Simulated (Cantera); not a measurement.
Input (Python, Cantera):

```python
import numpy as np
import cantera as ct

surf = ct.Interface("diamond.yaml", "diamond_100")
gas, bulk = surf.adjacent["gas"], surf.adjacent["diamond"]
k = surf.kinetics_species_index(bulk.species_names[0])
cover = ["c6HH", "c6H*", "c6*H", "c6**", "c6HM", "c6B"]

rows, drift = [], 0.0
print(f"{'P':>10s}{'um/h':>11s}" + "".join(f"{s:>11s}" for s in cover))
for v in [760, 1200, 1900, 3000, 4800, 7600, 12000, 19000]:
    T, P, xH, xCH3 = 1325, v, 0.031, 1.2e-05
    gas.TPX = T, P, {"H": xH, "CH3": xCH3, "CH4": 0.02, "H2": 1 - xH - xCH3 - 0.02}
    surf.TP = bulk.TP = T, P
    surf.coverages = "c6H*:0.1, c6HH:0.9"
    surf.advance_coverages(100.0)
    before = surf.coverages
    surf.advance_coverages(100.0)
    drift = max(drift, np.max(np.abs(surf.coverages - before) / (surf.coverages + 1e-9)))
    rate = surf.net_production_rates[k] * bulk.mean_molecular_weight / bulk.density * 3.6e9
    rows.append([rate, *surf[cover].coverages])
    print(f"{v:10.4g}{rate:11.4e}" + "".join(f"{x:11.3e}" for x in rows[-1][1:]))
```

It prints:

```
         P       um/h       c6HH       c6H*       c6*H       c6**       c6HM        c6B
       760 1.9984e-02  3.629e-01  5.205e-02  5.334e-01  5.166e-02  2.756e-06  5.423e-11
      1200 3.6271e-02  3.629e-01  5.208e-02  5.334e-01  5.167e-02  4.285e-06  9.842e-11
      1900 6.8000e-02  3.629e-01  5.212e-02  5.333e-01  5.168e-02  6.578e-06  1.845e-10
      3000 1.3072e-01  3.629e-01  5.219e-02  5.332e-01  5.170e-02  9.870e-06  3.547e-10
      4800 2.6184e-01  3.629e-01  5.230e-02  5.331e-01  5.174e-02  1.457e-05  7.105e-10
      7600 5.2040e-01  3.628e-01  5.248e-02  5.328e-01  5.180e-02  2.056e-05  1.412e-09
   1.2e+04 1.0207e+00  3.628e-01  5.275e-02  5.325e-01  5.189e-02  2.771e-05  2.770e-09
   1.9e+04 1.9634e+00  3.628e-01  5.319e-02  5.320e-01  5.203e-02  3.559e-05  5.328e-09
```

Detailed kinetics in Cantera: the Harris–Goodwin 1993 mechanism for the reconstructed diamond (100) surface.
